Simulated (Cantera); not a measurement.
Input: 1 mol CaCl₂, 0.26 mol O₂, 0.12 mol H₂, 19 mol H₂O, at 1.90 mbar.

Cantera equilibrium calculation (NASA polynomials, part measured and part estimated; ideal gas, pure solids and liquids). Candidate condensed phases: Ca, CaCl₂, CaO, Ca(OH)₂, H₂O; 21 gas species. Condensed phases not in the tables: oxide chlorides. Kinetics and transport are ignored.

x: gas mole fraction; n: condensed amount in mol.

```tsv
T (K)	x H₂O	x HCl	x H₂	x O₂	x OH	x H	x Cl	n CaO(s)
1100	0.892	0.0980	2.72e-7	0.00981	4.52e-6	3.09e-10	9.98e-5	0.997
1200	0.892	0.0975	2.63e-6	0.00978	1.99e-5	7.34e-9	0.000236	0.993
1300	0.892	0.0965	1.80e-5	0.00971	6.96e-5	1.08e-7	0.000487	0.986
1400	0.893	0.0950	___	0.00961	___	___	___	0.974
1500	0.893	0.0928	0.000397	0.00952	0.000517	8.05e-6	0.00152	0.959
1600	0.892	0.0899	0.00138	0.00962	0.00117	4.64e-5	0.00238	0.939
1700	0.889	0.0863	___	0.0103	___	___	___	0.916
1800	0.880	0.0819	0.00983	0.0122	0.00481	0.000814	0.00519	0.891
1900	0.861	0.0766	0.0204	0.0160	0.00902	0.00260	0.00738	0.867
2000	0.827	0.0704	0.0369	0.0221	0.0161	0.00716	0.0102	0.843
2100	0.774	0.0631	0.0600	0.0308	0.0269	0.0175	0.0136	0.818
```

What belongs in the gaps?


- 1400, x H₂: 9.44e-5
- 1400, x OH: 0.000204
- 1400, x H: 1.08e-6
- 1400, x Cl: 0.000898
- 1700, x H₂: 0.00403
- 1700, x OH: 0.00244
- 1700, x H: 0.000215
- 1700, x Cl: 0.00357
